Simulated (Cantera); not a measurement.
A closed system holds: 1 mol SiH4, 0.34 mol N2, held at 100000 Pa.

These are equilibrium values from Cantera (NASA tables, ideal gas, pure condensed phases), not measurements of a reactor. Candidate condensed phases: Si, Si3N4; 18 gas species. N2 is the only nitrogen source here; it is nearly inert below about 1500 K, so the nitride shown seldom forms there in practice. Mutual solubility and eutectic melting of coexisting phases are not modelled. Gases not in the tables: Si2H6 and higher silanes. The numbers say what is thermodynamically allowed, not how fast it happens.

x: gas mole fraction; n: condensed amount in mol.

```tsv
T (K)	x H2	x N2	x H	x SiH2	n Si(s)	n Si3N4(s)	n Si(l)
825	1.00	<1e-12	7.93e-12	<1e-12	0.490	0.170	0
975	1.00	5.17e-12	1.14e-9	4.45e-11	0.490	0.170	0
1125	1.000	(withheld)	(withheld)	(withheld)	0.490	0.170	0
1275	1.000	(withheld)	(withheld)	(withheld)	0.490	0.170	0
1425	1.000	1.00e-5	6.82e-6	5.42e-7	0.490	0.170	0
1575	1.000	0.000193	4.16e-5	3.76e-6	0.491	0.170	0
1725	0.997	0.00245	0.000185	1.72e-5	0	0.168	0.497
1875	0.971	0.0285	0.000646	4.82e-5	0	0.141	0.578
```

Q: What belongs in the gaps?

A: 
- 1275, x N2: 2.54e-7
- 1275, x H: 7.37e-7
- 1275, x SiH2: 4.94e-8
- 1125, x N2: 2.38e-9
- 1125, x H: 4.44e-8
- 1125, x SiH2: 2.37e-9
